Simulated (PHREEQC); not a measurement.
## Leach liquor: an equilibrium model

Dissolve 38 mmol/kgw HCl and 1.4 mmol/kgw FeSO4 at 25 °C. Closed to the air; pH follows from the charge balance.

Model: ion-association model, wateq4f.dat, run in PHREEQC.

Each row changes one thing in this solution. Precipitation was switched off in this run.

```csv
case,pH,ionic strength (mol/kgw),HSO4- (mol/kgw),SO4-2 (mol/kgw)
as made,1.50,0.0416,0.000880,0.000485
HCl from 0.038 to 0.076 mol/kgw,1.20,0.0793,0.00104,0.000338
HCl replaced by CdCl2 at the same molality,?,0.0632,1.12e-7,0.000834
0.017 mol/kgw Na2SO4 added,1.62,0.0731,0.00955,0.00798
FeSO4 replaced by NaHSO4 at the same molality,1.48,0.0404,0.000916,0.000483
FeSO4 from 0.0014 to 0.014 mol/kgw,1.59,0.0711,0.00666,?
temperature from 25 to 40 °C,1.50,0.0414,0.000976,0.000388
HCl replaced by NH4Cl at the same molality,5.42,0.0428,2.36e-7,0.00109
```

Complete the blanks.


- HCl replaced by CdCl2 at the same molality, pH: 5.59
- FeSO4 from 0.0014 to 0.014 mol/kgw, SO4-2 (mol/kgw): 0.00507

Away from 25 °C the constants follow the database's enthalpies or fits; those with neither stay at their 25 °C values.
